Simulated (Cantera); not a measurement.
An isothermal, constant-pressure homogeneous reactor starts with C2H6 : N2 = 1 : 180 (molar parts), at 1425 K and 53000 Pa.

Computed with Cantera and GRI-Mech 3.0 (53 species, 325 reactions). GRI-Mech 3.0 stops at C3 and has no aromatics, soot or wall deposition, so with more carbon than oxygen in the feed, carbon stays in small species such as C2H2 where larger ones or solid carbon would form.

One state of this run: x C2H6 = 1.52e-7; x H = 8.44e-7; x C2H = 5.10e-10; x H2 = 0.00953; x CH3 = 1.65e-6. x: mole fraction; the columns are a selection and need not sum to one.

Question: Which value of t (s) does it belong to?
A) 0.00118
B) 0.100
C) 3.49
D) 0.000486

Answer: C, 3.49
